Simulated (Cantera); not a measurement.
Input: 1 mol SiH₂Cl₂, 0.64 mol NH₃, 0.67 mol H₂, 9.4 mol N₂, held at 75.0 Torr.

Method: chemical equilibrium by Gibbs-energy minimisation in Cantera with the NASA 1993 tables (ideal gas, pure condensed phases). Candidate condensed phases: NH₄Cl, Si, Si₃N₄; 28 gas species. The tables' values for SiCl₃, SiCl are old estimates; treat these amounts as uncertain. Rates play no part.

x: gas mole fraction; n: condensed amount in mol.

| T (K) | x N₂ | x H₂ | x HCl | x SiCl₂ | n Si₃N₄(s) |
|---|---|---|---|---|---|
| 700 | 0.723 | 0.148 | 0.119 | <1e-12 | 0.292 |
| 850 | 0.719 | 0.141 | 0.134 | 2.88e-10 | 0.308 |
| 1000 | 0.717 | 0.136 | 0.142 | 9.42e-8 | 0.317 |
| 1150 | 0.716 | 0.134 | 0.147 | 6.49e-6 | 0.322 |
| 1300 | 0.716 | 0.133 | 0.149 | 0.000161 | 0.323 |
| 1450 | 0.716 | 0.134 | 0.146 | 0.00188 | 0.316 |
| 1600 | 0.717 | 0.142 | 0.129 | 0.0104 | (withheld) |
| 1750 | 0.720 | 0.156 | 0.0954 | 0.0273 | (withheld) |
| 1900 | 0.722 | 0.169 | 0.0629 | 0.0436 | (withheld) |

**Question.** Complete the blanks.

**Answer.** 
- 1600, n Si₃N₄(s): 0.280
- 1750, n Si₃N₄(s): 0.209
- 1900, n Si₃N₄(s): 0.138
